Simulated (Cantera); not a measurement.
## Reactions in the system N-O

Cantera with NASA thermochemical tables; ideal gases at 1 bar, condensed phases pure. Values are per mole of reaction as written; species without (g) are pure solids or liquids, kept so even where they would boil at 1 bar.

NO2(g) = N(g) + 2 O(g)

| T (K) | ΔH° (kJ) | ΔS° (J/K) | ΔG° (kJ) | log10 K |
|---|---|---|---|---|
| 300 | 936.9 | 235.4 | 866.3 | -150.83 |
| 2225 | 955.8 | 262.5 | 371.6 | -8.72 |
| 2275 | 955.9 | 262.6 | 358.5 | -8.23 |
| 2325 | 956.1 | 262.7 | 345.3 | -7.76 |
| 2375 | 956.2 | 262.8 | 332.2 | -7.31 |
| 2425 | 956.4 | 262.8 | 319.1 | -6.87 |
| 2475 | 956.5 | 262.9 | 305.9 | -6.46 |
| 2525 | 956.7 | 262.9 | 292.8 | -6.06 |
| 2575 | 956.8 | 263.0 | 279.6 | -5.67 |
| 2625 | 956.9 | 263.0 | 266.5 | -5.30 |
| 2675 | 957.0 | 263.1 | 253.3 | -4.95 |
| 2725 | 957.2 | 263.1 | 240.2 | -4.60 |
